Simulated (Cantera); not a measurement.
An isothermal, constant-pressure homogeneous reactor starts with 38.5 % NH₃, 61.5 % N₂, at 1525 K and 1900 Pa.

Model: the gas-phase N/H chemistry of the illustrative SiF4/NH3 mechanism in the Surface Chemkin manual (1991), integrated in Cantera. Walls and surfaces, which speed up NH3 decomposition in real reactors, are not modelled.

Q: Predict: x(NH₃) at 70.0 s; x(N₂H₂) at 70.0 s; x(N) at 70.0 s; x(H₂) at 70.0 s; x(H) at 70.0 s; x(NH) at 70.0 s.

A: 
* **x(NH₃) at 70.0 s**: 0.288 (gas-phase equilibrium 2.21e-7)
* **x(N₂H₂) at 70.0 s**: 3.94e-7 (gas-phase equilibrium <1e-12)
* **x(N) at 70.0 s**: 1.81e-8 (gas-phase equilibrium <1e-12)
* **x(H₂) at 70.0 s**: 0.105 (gas-phase equilibrium 0.417)
* **x(H) at 70.0 s**: 8.87e-6 (gas-phase equilibrium 0.000112)
* **x(NH) at 70.0 s**: 3.73e-7 (gas-phase equilibrium 3.22e-12)
